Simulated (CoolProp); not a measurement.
Computed with CoolProp (reference Helmholtz-energy equation of state, Span 2000).

Problem. Give the vapour pressure (kPa), liquid cp (kJ/(kg K)), vapour Z, liquid viscosity (µPa s) of saturated nitrogen at -165.55, -162.75, -151.85 °C.

Solution. 
| T (°C) | p (kPa) | liquid cp (kJ/(kg K)) | vapour Z | liquid viscosity (µPa s) |
|---|---|---|---|---|
| -165.55 | 1270 | 2.60 | 0.745 | 60.3 |
| -162.75 | 1500 | 2.77 | 0.713 | 55.3 |
| -151.85 | 2680 | 5.25 | 0.535 | 35.9 |

Viscosity comes from a separate model (Lemmon 2004).
